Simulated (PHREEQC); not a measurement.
**Buffer: speciation**

Consider water at 49 °C with 1.2 mol KHCO3 and 0.12 mol NaOH per kg of water. Closed to the air; pH follows from the charge balance.

Model: ion-association model, phreeqc.dat, run in PHREEQC.

This is a speciation only: nothing precipitates in the calculation.

Task: Estimate the pH, activity of water.

Result: pH 8.46; activity of water 0.958.

Task: In which forms is C present?

Result: HCO3- 88 %, CO3-2 6.8 %, NaCO3- 3.5 %, NaHCO3 1.0 % of the C.

Ionic strength above about 0.7 mol/kgw puts this run outside the model's range. Species that the database lacks are ignored. Away from 25 °C the constants follow the database's enthalpies or fits; those with neither stay at their 25 °C values.
